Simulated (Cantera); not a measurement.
A closed system holds: 1 mol Si, a varied amount of HBr, 0.55 mol H₂, equilibrated at 62.0 mbar.

Equilibrium computed with Cantera from the NASA thermochemical tables; the gas is ideal and each condensed phase is pure. Candidate condensed phases: Br₂, Si; 19 gas species. The tables' values for SiBr₃ are old estimates. Kinetics and transport are ignored.

Task: What condenses at these points (T in K, n(HBr) in mol): (1273, 3.5); (1123, 5.9); (1273, 8.4); (1648, 2); (1423, 2.9)?

Result: 
```
T (K)  n(HBr) in mol  condensed phases  Si condensed (%)
-----  -------------  ----------------  ----------------
1273             3.5                Si               6.1
1123             5.9          gas only               0.0
1273             8.4          gas only               0.0
1648               2                Si              29.8
1423             2.9                Si               5.3
```
